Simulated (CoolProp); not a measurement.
Carbon dioxide at 298.15 K and 1.35 MPa is compressed adiabatically to 4.38 MPa with isentropic efficiency 0.9. Each further row changes one setting.

The numbers come from the reference Helmholtz-energy equation of state, Span 1996 in CoolProp.

```
case             work (kJ/kg)  final temperature (K)  final density (kg/m³)
---------------  ------------  ---------------------  ---------------------
as stated                 ___                    ___                    ___
efficiency 1             70.0                  389.5                    ___
efficiency 0.65           ___                    ___                   58.2
```

Task: Complete the blanks.

Result: 
- as stated, work (kJ/kg): 77.8
- as stated, final temperature (K): 396.7
- as stated, final density (kg/m³): 63.7
- efficiency 1, final density (kg/m³): 65.3
- efficiency 0.65, work (kJ/kg): 108
- efficiency 0.65, final temperature (K): 424.7
